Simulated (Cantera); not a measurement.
Feed: 1 mol AlCl3, 43 mol N2O, 620 mol H2, equilibrated at 1723 K and 133 Pa.

These are equilibrium values from Cantera (NASA tables, ideal gas, pure condensed phases), not measurements of a reactor. Candidate condensed phases: Al, AlCl3, AlN, Al2O3, H2O, NH4Cl; 45 gas species. Equilibrium is a limit: real reactors are often held back by kinetics, nucleation or transport.

Base state: H2 0.864, N2 0.0646, H2O 0.0623, H 0.00464, HCl 0.00449, Cl 1.87e-5, OH 1.83e-5 (mole fractions); condensed: Al2O3(s).

### Question
What changes in the equilibrium state with this change: temperature from 1723 K to 1975 K?

### Answer
| species | before | after |
|---|---|---|
| H2 | 0.864 | 0.836 |
| N2 | 0.0646 | 0.0636 |
| H2O | 0.0623 | 0.0611 |
| H | 0.00464 | 0.0343 |
| OH | 1.83e-5 | 0.000239 |
| Cl | 1.87e-5 | 0.000132 |
| HCl | 0.00449 | 0.00430 |
| Al2O3(s), mol | 0.500 | 0.496 |

### Question
What changes in the equilibrium state with this change: N2O from 43 to 0.63 mol?

### Answer
```tsv
species	before	after
H2	0.864	0.989
H	0.00464	0.00497
HCl	0.00449	0.00380
N2	0.0646	0.00101
H2O	0.0623	0.000119
AlCl	8.56e-8	0.000992
Al	<1e-9	1.32e-5
OH	1.83e-5	3.28e-8
Al2O3(s), mol	0.500	0.185
```
